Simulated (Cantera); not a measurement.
**Pyrogenic steam for wet oxidation**

An isothermal, constant-pressure homogeneous reactor starts with 37.8 % H2, 40.2 % O2, 22.1 % N2, at 950 K and 1.00 bar.

Cantera simulation using the H2/O2 subset of GRI-Mech 3.0, which has no nitrogen chemistry; the numbers are that mechanism's predictions, not measurements. The temperature is held fixed by assumption; the heat of reaction is taken as removed at once.

| t (s) | x H2 | x O2 | x OH | x HO2 | x O | x H2O2 |
|---|---|---|---|---|---|---|
| 1.00e-5 | 0.378 | 0.402 | 8.85e-12 | 5.73e-10 | 3.02e-11 | <1e-12 |
| 4.20e-5 | 0.378 | 0.402 | 2.57e-11 | 5.03e-9 | 9.12e-11 | 1.28e-11 |
| 0.000176 | 0.378 | 0.402 | 4.15e-11 | 3.71e-8 | 1.48e-10 | 4.27e-10 |
| 0.000740 | 0.378 | 0.402 | 8.56e-11 | 2.47e-7 | 3.05e-10 | 1.18e-8 |
| 0.00311 | 0.378 | 0.402 | 1.43e-9 | 5.82e-6 | 4.91e-9 | 8.89e-7 |
| 0.0130 | 0.336 | 0.386 | 5.58e-8 | 8.12e-5 | 9.87e-8 | 0.000698 |
| 0.0548 | 0.311 | 0.376 | 1.94e-7 | 0.000135 | 2.35e-7 | 0.00264 |
| 0.230 | 0.194 | 0.333 | 2.13e-7 | 0.000125 | 1.54e-7 | 0.00243 |
| 0.965 | 0.0153 | 0.268 | 2.26e-7 | 3.98e-5 | 7.24e-8 | 0.000221 |
| 4.05 | 0.000550 | 0.263 | 3.01e-8 | 2.70e-6 | 1.48e-9 | 1.05e-6 |
| 17.0 | 4.47e-5 | 0.262 | 8.72e-9 | 3.83e-7 | 4.63e-11 | 2.37e-8 |
| 71.5 | 9.51e-8 | 0.262 | 1.58e-8 | 8.62e-9 | <1e-12 | 8.88e-11 |
| 300 | 1.67e-11 | 0.262 | 9.41e-8 | 1.02e-9 | 1.64e-11 | 3.42e-10 |
x: mole fraction; the columns are a selection and need not sum to one.

Equilibrium at this temperature and pressure: H2 1.67e-11, O2 0.262, OH 9.41e-8, HO2 1.02e-9, O 1.64e-11, H2O2 3.42e-10 (gas phase only).
